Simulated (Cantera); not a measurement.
A freely propagating, adiabatic, planar premixed flame of H2 : O2 : N2 = 1 : 0.192 : 0.788 (molar parts), unburnt at 550 K and 825 Torr; mixture-averaged transport, grid criteria slope 0.08 and curve 0.16, no radiation.

Model: the H2/O2 subset of GRI-Mech 3.0, which has no nitrogen chemistry, integrated in Cantera. Burning velocities carry a grid error of a few per cent, more on coarse grids.

What does this change do: 0.082 parts H2O added?


```json
[
 {"quantity": "laminar burning velocity", "before": "674 cm/s", "after": "625 cm/s"},
 {"quantity": "thermal thickness", "before": "0.406 mm", "after": "0.390 mm"},
 {"quantity": "peak x(HO2)", "before": "0.000273", "after": "0.000320"},
 {"quantity": "peak x(H2O2)", "before": "1.22e-5", "after": "1.56e-5"},
 {"quantity": "peak x(H)", "before": "0.0710", "after": "0.0613"},
 {"quantity": "peak x(OH)", "before": "0.00180", "after": "0.00175"}
]
```
